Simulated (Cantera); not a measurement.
## Equilibrium for halide evaporation, hydrolysis and transport: MgCl₂ + H₂O + H₂

Input: 1 mol MgCl₂, 1.4 mol H₂O, 71 mol H₂, held at 0.0133 bar.

These are equilibrium values from Cantera (NASA tables, ideal gas, pure condensed phases), not measurements of a reactor. Candidate condensed phases: H₂O, Mg, MgCl₂, MgO, Mg(OH)₂; 22 gas species. The tables' values for MgH are old estimates; treat these amounts as uncertain. Equilibrium is a limit: real reactors are often held back by kinetics, nucleation or transport.

From 1273 K to 1873 K the condensed part is MgO(s). From 1973 K to 2073 K nothing is condensed. The main Mg-bearing gas is MgCl₂ at 1273 K and Mg at 2073 K.

```
T (K)  log p H₂  log p HCl  log p H  log p H₂O  log p Mg  n MgO(s)
-----  --------  ---------  -------  ---------  --------  --------
1273      -1.89      -3.44    -7.09      -4.13     -9.78     0.993
1373      -1.89      -3.45    -6.42      -4.12     -8.33     0.982
1473      -1.89      -3.46    -5.84      -4.10     -7.10     0.961
1573      -1.89      -3.47    -5.34      -4.06     -6.04     0.926
1673      -1.89      -3.49    -4.89      -4.00     -5.15     0.855
1773      -1.89      -3.50    -4.49      -3.88     -4.43     0.663
1873      -1.90      -3.51    -4.14      -3.66     -3.91     0.169
1973      -1.91      -3.48    -3.82      -3.60     -3.78         0
2073      -1.91      -3.47    -3.54      -3.61     -3.77         0
```
log p: log10 of the partial pressure in bar; n: condensed amount in mol.
